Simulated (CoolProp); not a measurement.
Computed with CoolProp (reference Helmholtz-energy equation of state, Akasaka 2024).

Q: For R1132(E), give the phase and the speed of sound (m/s) at 383.8 K and 0.206 bar; 383.8 K and 5.51 bar.

A: 
- 383.8 K and 0.206 bar: gas; speed of sound 238
- 383.8 K and 5.51 bar: gas; speed of sound 233
